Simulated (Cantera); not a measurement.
A closed system holds: 1 mol C₂H₄, 0.011 mol O₂, 45 mol H₂, equilibrated at 2.40 mbar.

These are equilibrium values from Cantera (NASA tables, ideal gas, pure condensed phases), not measurements of a reactor. Candidate condensed phases: C, C₆H₆, C₇H₈, C₈H₁₈, H₂O; 110 gas species. Kinetics and transport are ignored.

### Question
At 1100 K, list the 3 most abundant gas species with their mole fractions, and the condensed phases.

### Answer
H₂ 0.999, CO 0.000468, CH₄ 8.61e-5. Condensed: C(graphite).
